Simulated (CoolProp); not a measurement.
The numbers come from the reference Helmholtz-energy equation of state, Akasaka 2019 in CoolProp.

Task: For R1234ze(Z), give the phase and the cp (kJ/(kg K)) at 440 K and 0.0796 MPa; 440 K and 0.124 MPa; 440 K and 1.77 MPa.

Result: 
- 440 K and 0.0796 MPa: gas; cp 1.07
- 440 K and 0.124 MPa: gas; cp 1.07
- 440 K and 1.77 MPa: gas; cp 1.23
